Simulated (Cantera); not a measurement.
Mixture: CH4 : C2H6 : O2 : N2 : H2O = 1 : 0.21 : 1.37 : 5.14 : 0.45 (molar parts), equivalence ratio 2.0, at 225 Torr, adiabatic and at constant pressure. Ignition delay is the time to a rise of 400 K.

Computed with Cantera and GRI-Mech 3.0 (53 species, 325 reactions).

Problem. What does this change do: O2 1.37 to 1.9 parts?

Solution. 
| quantity | before | after |
|---|---|---|
| delay at 1075 K | 52.6 ms | 47.4 ms |
| delay at 1125 K | 21.6 ms | 18.2 ms |
| delay at 1175 K | 10.5 ms | 8.20 ms |
| delay at 1225 K | 5.87 ms | 4.27 ms |
| delay at 1275 K | 3.57 ms | 2.48 ms |
| delay at 1325 K | 2.27 ms | 1.53 ms |
| delay at 1375 K | 1.47 ms | 0.988 ms |
| apparent activation energy between 1275 and 1375 K | 130 kJ/mol | 130 kJ/mol |
